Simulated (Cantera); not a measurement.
**Stirred combustor or abatement burner**

A perfectly stirred reactor is fed with CO : H2 : O2 : N2 : CO2 = 1 : 0.3 : 1.07 : 8.63 : 0.72 (molar parts), at 0.700 bar; it is adiabatic with a 548 K inlet, and is followed from long to short residence time, starting on the burning branch (τ in s: 0.44, 0.14, 0.045, 0.014, 0.0045, 0.0014, 0.00046, 0.00015, 4.6e-05, 1.5e-05, 4.7e-06).

Computed with Cantera and GRI-Mech 3.0 (53 species, 325 reactions).

```csv
τ (s),T (K),x CO,x H2,x O2,x CO2,x H2O,x NO
0.44,1433,0.000910,5.06e-5,0.0383,0.154,0.0269,5.80e-6
0.14,1424,0.00191,0.000105,0.0387,0.153,0.0267,4.31e-6
0.045,1405,0.00388,0.000212,0.0396,0.151,0.0265,3.80e-6
0.014,1368,0.00788,0.000419,0.0414,0.147,0.0260,4.04e-6
0.0045,1296,0.0161,0.000805,0.0453,0.138,0.0252,3.72e-6
0.0014,548,0.0853,0.0256,0.0913,0.0614,<1e-12,<1e-12
0.00046,548,0.0853,0.0256,0.0913,0.0614,<1e-12,<1e-12
0.00015,548,0.0853,0.0256,0.0913,0.0614,<1e-12,<1e-12
4.6e-5,548,0.0853,0.0256,0.0913,0.0614,<1e-12,<1e-12
1.5e-5,548,0.0853,0.0256,0.0913,0.0614,<1e-12,<1e-12
4.7e-6,548,0.0853,0.0256,0.0913,0.0614,<1e-12,<1e-12
```
x: mole fraction; the columns are a selection and need not sum to one.
